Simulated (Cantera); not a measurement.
## Ignition delay

Mixture: CH₄ : C₂H₆ : O₂ : N₂ = 1 : 0.16 : 3.41 : 12.8 (molar parts), equivalence ratio 0.75, at 3300000 Pa, adiabatic and at constant volume. Ignition delay is the time to a rise of 400 K.

Model: GRI-Mech 3.0 (53 species, 325 reactions), integrated in Cantera. The pressure lies above the range GRI-Mech 3.0 was tuned for (to about 10 atm).

| T0 (K) | delay (ms) |
|---|---|
| 1275 | 0.150 |
| 1375 | 0.0501 |
| 1475 | 0.0200 |
| 1575 | 0.00903 |
| 1675 | 0.00449 |
| 1775 | 0.00240 |

```json
{
 "apparent activation energy between 1575 and 1775 K": "150 kJ/mol"
}
```
